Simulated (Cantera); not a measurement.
An adiabatic, constant-volume homogeneous reactor starts with CO : H2 : O2 : N2 : CO2 = 1 : 0.41 : 1.16 : 4.35 : 0.41 (molar parts), equivalence ratio 0.61, at 1673 K and 7500 Torr. Integrator tolerance rtol = 1e-08.

Model: GRI-Mech 3.0 (53 species, 325 reactions), integrated in Cantera. The hydrogen kinetics of GRI-Mech 3.0 are dated; newer H2 mechanisms differ, most at raised pressure.

Task: What does this change do: pressure from 7500 Torr to 760 Torr?

Result: 
```
quantity                                                            before                                    after
---------------------------------  ---------------------------------------  ---------------------------------------
time of steepest temperature rise                                  1.52 µs                                  14.9 µs
temperature at 0.200 s                                              2876 K                                   2715 K
equilibrium temperature                                             2876 K                                   2715 K
x(CO) at 0.200 s                     0.0343 (gas-phase equilibrium 0.0343)    0.0484 (gas-phase equilibrium 0.0484)
x(H2) at 0.200 s                   0.00147 (gas-phase equilibrium 0.00147)  0.00227 (gas-phase equilibrium 0.00227)
x(O2) at 0.200 s                     0.0694 (gas-phase equilibrium 0.0694)    0.0759 (gas-phase equilibrium 0.0759)
x(N2O) at 0.200 s                  4.22e-6 (gas-phase equilibrium 4.22e-6)  1.08e-6 (gas-phase equilibrium 1.08e-6)
x(NO) at 0.200 s                     0.0210 (gas-phase equilibrium 0.0210)    0.0175 (gas-phase equilibrium 0.0175)
```

Task: What does this change do: initial temperature 1673 to 1575 K?

Result: 
```json
[
 {"quantity": "time of steepest temperature rise", "before": "1.52 µs", "after": "2.04 µs"},
 {"quantity": "temperature at 0.200 s", "before": "2876 K", "after": "2838 K"},
 {"quantity": "equilibrium temperature", "before": "2876 K", "after": "2838 K"},
 {"quantity": "x(CO) at 0.200 s", "before": "0.0343 (gas-phase equilibrium 0.0343)", "after": "0.0299 (gas-phase equilibrium 0.0299)"},
 {"quantity": "x(H2) at 0.200 s", "before": "0.00147 (gas-phase equilibrium 0.00147)", "after": "0.00128 (gas-phase equilibrium 0.00128)"},
 {"quantity": "x(O2) at 0.200 s", "before": "0.0694 (gas-phase equilibrium 0.0694)", "after": "0.0685 (gas-phase equilibrium 0.0685)"},
 {"quantity": "x(N2O) at 0.200 s", "before": "4.22e-6 (gas-phase equilibrium 4.22e-6)", "after": "4.09e-6 (gas-phase equilibrium 4.09e-6)"},
 {"quantity": "x(NO) at 0.200 s", "before": "0.0210 (gas-phase equilibrium 0.0210)", "after": "0.0199 (gas-phase equilibrium 0.0199)"}
]
```
